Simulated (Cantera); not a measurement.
Charge: 1 mol Si, 1.1 mol Cl2, 3.2 mol NF3, held at 1023 K and 7.50 Torr.

Method: chemical equilibrium by Gibbs-energy minimisation in Cantera with the NASA 1993 tables (ideal gas, pure condensed phases). Candidate condensed phases: Si, Si3N4; 24 gas species. Kinetics and transport are ignored.

Base state: F 0.312, ClF 0.286, N2 0.208, SiF4 0.130, F2 0.0647, NF3 2.16e-5 (mole fractions); condensed: gas only.

What changes in the equilibrium state with this change: Cl2 from 1.1 to 5.1 mol?


```tsv
species	before	after
ClF	0.286	0.530
Cl2	2.89e-6	0.218
N2	0.208	0.152
F	0.312	0.00211
F2	0.0647	2.95e-6
SiF4	0.130	0.0950
NF3	2.16e-5	<1e-9
Cl	9.24e-6	0.00254
```
